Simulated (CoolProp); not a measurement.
Computed with CoolProp (reference Helmholtz-energy equation of state, McLinden 2015).

Q: For the fluoroketone C6F12O (FK-5-1-12), give the phase and the Z, cp (kJ/(kg K)), cv (kJ/(kg K)), speed of sound (m/s) at 384 K and 6600 kPa; 415.8 K and 6600 kPa; 455.5 K and 6600 kPa.

A: 
- 384 K and 6600 kPa: liquid; Z 0.474, cp 1.16, cv 0.953, speed of sound 340
- 415.8 K and 6600 kPa: liquid; Z 0.476, cp 1.20, cv 0.986, speed of sound 273
- 455.5 K and 6600 kPa: supercritical; Z 0.498, cp 1.27, cv 1.03, speed of sound 200
